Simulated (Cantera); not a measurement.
Cantera run:

```python
import numpy as np
import cantera as ct

gas_names = [...]  # 136 gases of nasa_gas.yaml made of C, H, N, O
cond_names = """
    C(gr) C6H6(L) C7H8(L) C8H18(L),n-octa H2O(s) H2O(L)
""".split()


# ... load() reads the species with a 1 bar reference pressure and builds the phases ...
atoms = {
    'CO2': {'C': 1, 'O': 2},
    'H2': {'H': 2},
    'N2': {'N': 2},
}
top_T = {'C(gr)': 4500}  # K; cautious upper limits of use, not melting points


# ... equilibrate(T, P, feed) seeds the gas with the atoms and calls Mixture.equilibrate('TP', solver="vcs", rtol=1e-11, max_steps=5000) ...
results = []
T = 2648.15  # K
P = 99  # Pa
for m in [0.063, 0.11, 0.19, 0.34, 0.59, 1, 1.8]:
    feed = {'CO2': 1, 'H2': m, 'N2': 6.4}  # mol
    mix = equilibrate(T, P, feed)
    results.append((T, P, feed, dict(zip(mix.species_names, mix.species_moles))))

top = {s: max(r[3][s] / sum(r[3][g] for g in gas_names) for r in results) for s in gas_names}
cols = sorted((s for s in top if top[s] > 1e-05), key=lambda s: -top[s])[:6]
seen = [c for c in cond_names if any(r[3].get(c, 0) > 1e-12 for r in results)]
print("log10 of partial pressures in bar; condensed amounts in mol")
print(f"{'n(H2)':>10s}" + "".join(f"{s[:9]:>10s}" for s in cols + seen))
for T, P, feed, n in results:
    ng = sum(n[g] for g in gas_names)
    print(f"{feed['H2']:10.4g}" + "".join(f"{np.log10(max(n[s] / ng * P / 1e5, 1e-99)):10.3f}" for s in cols)
          + "".join(f"{n.get(c, 0):10.4g}" for c in seen))
```

It prints:

```
log10 of partial pressures in bar; condensed amounts in mol
     n(H2)        N2         H        CO         O        H2        OH
     0.063    -3.123    -4.860    -3.944    -4.055    -7.056    -6.058
      0.11    -3.127    -4.627    -3.949    -4.061    -6.589    -5.831
      0.19    -3.135    -4.404    -3.956    -4.070    -6.143    -5.617
      0.34    -3.149    -4.176    -3.969    -4.088    -5.687    -5.407
      0.59    -3.170    -3.973    -3.989    -4.116    -5.281    -5.232
         1    -3.201    -3.794    -4.019    -4.159    -4.924    -5.097
       1.8    -3.256    -3.619    -4.072    -4.233    -4.573    -4.996
```

Method: chemical equilibrium by Gibbs-energy minimisation in Cantera with the NASA 1993 tables (ideal gas, pure condensed phases).
